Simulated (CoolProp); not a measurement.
Computed with CoolProp (reference Helmholtz-energy equation of state, Akasaka 2019).

Give the vapour pressure (MPa), vapour density (kg/m³), liquid cp (kJ/(kg K)), surface tension (mN/m) of saturated R1234ze(Z) at 325.3 K.


| T (K) | p (MPa) | vapour density (kg/m³) | liquid cp (kJ/(kg K)) | surface tension (mN/m) |
|---|---|---|---|---|
| 325.3 | 0.416 | 20.1 | 1.36 | 9.49 |

Surface tension comes from a separate correlation (Kondou 2015).
